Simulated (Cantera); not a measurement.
Charge: 1 mol Si₃N₄, 0.42 mol H₂O, 110 mol H₂, held at 1750 °C and 5.60 mbar.

Cantera equilibrium calculation (NASA polynomials, part measured and part estimated; ideal gas, pure solids and liquids). Candidate condensed phases: H₂O, Si, SiO₂, Si₂N₂O, Si₃N₄; 35 gas species. The tables' values for SiN are old estimates; treat these amounts as uncertain. Gases not in the tables: Si₂H₆ and higher silanes. Equilibrium is a limit: real reactors are often held back by kinetics, nucleation or transport.

Base state: H₂ 0.943, H 0.0247, N₂ 0.0173, Si 0.0102, SiO 0.00364, SiH 0.000475, SiH₂ 0.000114, Si₂ 0.000111 (mole fractions); condensed: Si(l).

Question: What changes in the equilibrium state with this change: temperature from 1750 °C to 1802 °C?

Answer: 
| species | before | after |
|---|---|---|
| H₂ | 0.943 | 0.926 |
| H | 0.0247 | 0.0342 |
| Si | 0.0102 | 0.0182 |
| N₂ | 0.0173 | 0.0170 |
| Si₂ | 0.000111 | 0.000224 |
| Si₃ | 2.36e-5 | 4.64e-5 |
| SiN | 2.47e-5 | 3.89e-5 |
| SiH | 0.000475 | 0.000750 |
| Si(l), mol | 1.29 | 0.261 |
